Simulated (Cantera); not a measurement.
Cantera run:

```python
import numpy as np
import cantera as ct

gas_names = """
    C CN CO CO2 C2 CCN CNC C2N2 C2O C3 C3O2 C4 C4N2 C5 N NCO NO NO2 NO3 N2 N2O O O2 O3 Si SiC SiC2 SiN
    SiO SiO2 Si2 Si2C Si2N Si3
""".split()
cond_names = """
    C(gr) Si(cr) Si(L) SiC(b) SiO2(Lqz) SiO2(hqz) SiO2(L) Si2N2O(s) Si3N4(a)
""".split()


# ... load() reads the species with a 1 bar reference pressure and builds the phases ...
atoms = {
    'Si3N4': {'Si': 3, 'N': 4},
    'O2': {'O': 2},
    'N2': {'N': 2},
    'CO2': {'C': 1, 'O': 2},
}
top_T = {'C(gr)': 4500, 'SiC(b)': 3050, 'Si2N2O(s)': 2100, 'Si3N4(a)': 2400}  # K; cautious upper limits of use, not melting points


# ... equilibrate(T, P, feed) seeds the gas with the atoms and calls Mixture.equilibrate('TP', solver="vcs", rtol=1e-11, max_steps=5000) ...
results = []
feed = {'Si3N4': 1, 'O2': 0.28, 'N2': 920, 'CO2': 2.1}  # mol
T = 1425  # K
P = 20  # Pa
mix = equilibrate(T, P, feed)
results.append((T, P, feed, dict(zip(mix.species_names, mix.species_moles))))
x = sorted(zip(gas.X, gas.species_names), reverse=True)
print(f"T = {T:g} K  P = {P:g} Pa  gas = {mix.phase_moles(0):.4g} mol")
print("   x: " + "  ".join(f"{s} {v:.3e}" for v, s in x if v > 1e-05))
print("   condensed (mol): " + ("  ".join(f"{mix.phase(i).name} {mix.phase_moles(i):.4g}"
      for i in range(1, mix.n_phases) if mix.phase_moles(i) > 1e-12) or "none"))
```

It prints:

```
T = 1425 K  P = 20 Pa  gas = 926.1 mol
   x: N2 9.952e-01  SiO 2.505e-03  CO 2.268e-03
   condensed (mol): Si2N2O(s) 0.3399
```

These are equilibrium values from Cantera (NASA tables, ideal gas, pure condensed phases), not measurements of a reactor.
